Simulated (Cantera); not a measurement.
Charge: 1 mol MgO, 6.7 mol CO, 0.15 mol H₂, at 1702 °C and 1 atm.

Cantera equilibrium calculation (NASA polynomials, part measured and part estimated; ideal gas, pure solids and liquids). Candidate condensed phases: C, C₆H₆, C₇H₈, C₈H₁₈, H₂O, Mg, MgCO₃, MgO, Mg(OH)₂; 116 gas species. Equilibrium is a limit: real reactors are often held back by kinetics, nucleation or transport.

Base state: CO 0.975, H₂ 0.0216, Mg 0.00158, CO₂ 0.00144, H 0.000200, H₂O 0.000143 (mole fractions); condensed: MgO(s).

**Question.** What changes in the equilibrium state with this change: temperature from 1702 °C to 825 °C?

**Answer.** 
| species | before | after |
|---|---|---|
| CO | 0.975 | 0.901 |
| CO₂ | 0.00144 | 0.0750 |
| H₂ | 0.0216 | 0.0217 |
| H₂O | 0.000143 | 0.00182 |
| Mg | 0.00158 | <1e-9 |
| H | 0.000200 | 3.63e-9 |
| CH₄ | 4.16e-9 | 1.75e-5 |
| MgO(s), mol | 0.989 | 1.00 |
| C(graphite), mol | 0 | 0.488 |

**Question.** What changes in the equilibrium state with this change: pressure from 1 atm to 10.5 Torr?

**Answer.** 
```csv
species,before,after
CO,0.975,0.952
H₂,0.0216,0.0196
Mg,0.00158,0.0132
CO₂,0.00144,0.0121
H,0.000200,0.00162
H₂O,0.000143,0.00112
"MgO(s), mol",0.989,0.908
```

**Question.** What changes in the equilibrium state with this change: pressure from 1 atm to 0.390 Torr?

**Answer.** 
| species | before | after |
|---|---|---|
| CO | 0.975 | 0.852 |
| Mg | 0.00158 | 0.0643 |
| CO₂ | 0.00144 | 0.0600 |
| H₂ | 0.0216 | 0.0128 |
| O | <1e-9 | 7.99e-5 |
| O₂ | <1e-9 | 1.09e-5 |
| MgO | 1.24e-8 | 2.41e-5 |
| MgO(s), mol | 0.989 | 0.527 |
